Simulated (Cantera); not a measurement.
Adiabatic ignition

An adiabatic, constant-volume homogeneous reactor starts with 5.65 % CO, 4.58 % H₂, 4.01 % CH₄, 18.0 % O₂, 67.8 % N₂, at 950 K and 2300000 Pa.

Computed with Cantera and GRI-Mech 3.0 (53 species, 325 reactions). The pressure lies above the range GRI-Mech 3.0 was tuned for (to about 10 atm). Below about 1000 K GRI-Mech 3.0 lacks low-temperature oxidation paths.

| t (s) | T (K) | P (bar) | x CO | x H₂ | x CH₄ | x CH₂CO | x HCO | x CH₂O |
|---|---|---|---|---|---|---|---|---|
| 8.00e-6 | 950 | 23.0 | 0.0565 | 0.0458 | 0.0401 | <1e-12 | <1e-12 | 6.64e-12 |
| 3.18e-5 | 950 | 23.0 | 0.0565 | 0.0458 | 0.0401 | <1e-12 | <1e-12 | 6.51e-11 |
| 0.000127 | 950 | 23.0 | 0.0565 | 0.0458 | 0.0401 | <1e-12 | <1e-12 | 5.07e-10 |
| 0.000504 | 950 | 23.0 | 0.0565 | 0.0458 | 0.0401 | <1e-12 | <1e-12 | 6.12e-9 |
| 0.00201 | 950 | 23.0 | 0.0565 | 0.0458 | 0.0401 | 1.69e-12 | <1e-12 | 2.03e-7 |
| 0.00798 | 954 | 23.1 | 0.0563 | 0.0456 | 0.0401 | 1.45e-10 | 1.70e-12 | 1.86e-5 |
| 0.0317 | 2757 | 63.8 | 0.00707 | 0.00138 | <1e-12 | <1e-12 | 1.49e-8 | 2.51e-10 |
| 0.126 | 2757 | 63.8 | 0.00707 | 0.00138 | <1e-12 | <1e-12 | 1.49e-8 | 2.51e-10 |
| 0.503 | 2757 | 63.8 | 0.00707 | 0.00138 | <1e-12 | <1e-12 | 1.49e-8 | 2.51e-10 |
| 2.00 | 2757 | 63.8 | 0.00707 | 0.00138 | <1e-12 | <1e-12 | 1.49e-8 | 2.51e-10 |
x: mole fraction; the columns are a selection and need not sum to one.

```
Item                                                                 Value
---------------------------------  ---------------------------------------
time of steepest temperature rise                                  19.4 ms
temperature at 2.00 s                                               2757 K
equilibrium temperature                                             2757 K
x(CO) at 2.00 s                    0.00707 (gas-phase equilibrium 0.00707)
x(H₂) at 2.00 s                    0.00138 (gas-phase equilibrium 0.00138)
x(CH₄) at 2.00 s                     <1e-12 (gas-phase equilibrium <1e-12)
```
